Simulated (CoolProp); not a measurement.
Dimethyl ether along the isotherm 227.4 K: Z from the reference equation and from simpler models built on Tc = 400.4 K, pc = 5337 kPa, ω = 0.196; each cubic takes its own stable root.

The numbers come from the reference Helmholtz-energy equation of state, Wu 2011 in CoolProp.

| p (kPa) | phase | reference |
|---|---|---|
| 1670 | liquid | 0.05320 |
| 3340 | liquid | 0.1062 |
| 5000 | liquid | 0.1587 |
| 6670 | liquid | 0.2113 |
| 8340 | liquid | 0.2637 |
| 10000 | liquid | 0.3156 |
| 11700 | liquid | 0.3685 |
| 13300 | liquid | 0.4182 |
| 15000 | liquid | 0.4708 |
| 16700 | liquid | 0.5233 |
| 18300 | liquid | 0.5725 |
| 20000 | liquid | 0.6246 |
| 21700 | liquid | 0.6766 |
| 23300 | liquid | 0.7253 |
| 25000 | liquid | 0.7770 |
| 26700 | liquid | 0.8285 |

Problem. How far does each simpler model (van der Waals, Redlich-Kwong, Soave-Redlich-Kwong, Peng-Robinson) lie from the reference over these 16 states: mean and median of the absolute difference, and the worst?

Solution. 
- van der Waals: mean 60.2 %, median 59.9 %, worst +63.6 % at 227.4 K and 1670 kPa
- Redlich-Kwong: mean 10.4 %, median 10.4 %, worst +11.0 % at 227.4 K and 1670 kPa
- Soave-Redlich-Kwong: mean 8.8 %, median 8.8 %, worst +9.1 % at 227.4 K and 1670 kPa
- Peng-Robinson: mean 3.2 %, median 3.2 %, worst -3.3 % at 227.4 K and 8340 kPa
